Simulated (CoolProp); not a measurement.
Vapour-liquid equilibrium of o-xylene (1) + n-nonane (2) at 505.5 K; x and y are mole fractions of (1).

Computed with CoolProp (multi-fluid Helmholtz-energy mixture model, Zhou 2012 and Lemmon 2006; pair parameters Bell 2016).

Problem. Give the bubble pressure and the first vapour's composition at x = 0.05, 0.65, 0.75. Is there an azeotrope?

Solution. x = 0.05: 5.953 bar, y = 0.059; x = 0.65: 6.556 bar, y = 0.664; x = 0.75: 6.594 bar, y = 0.757. y crosses x between x = 0.85 and 0.95: the model has an azeotrope there.

The pair parameters rest on a limited set of measurements; away from them the model extrapolates.
